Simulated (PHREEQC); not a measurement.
A solution holds 0.11 mol/kgw KH2PO4, at 10 °C. Closed to the air; pH follows from the charge balance.

All values are PHREEQC results (ion-association model, phreeqc.dat), not measurements.

Problem. The ionic strength comes out as 0.110 mol/kgw. What activity coefficients do KHPO4-, HPO4-2, H+, K+, H2PO4- get?

Solution. KHPO4- 0.79, HPO4-2 0.37, H+ 0.82, K+ 0.76, H2PO4- 0.79.

This is a speciation only: nothing precipitates in the calculation. Complexes and solids missing from the database can't appear. Away from 25 °C the constants follow the database's enthalpies or fits; those with neither stay at their 25 °C values.
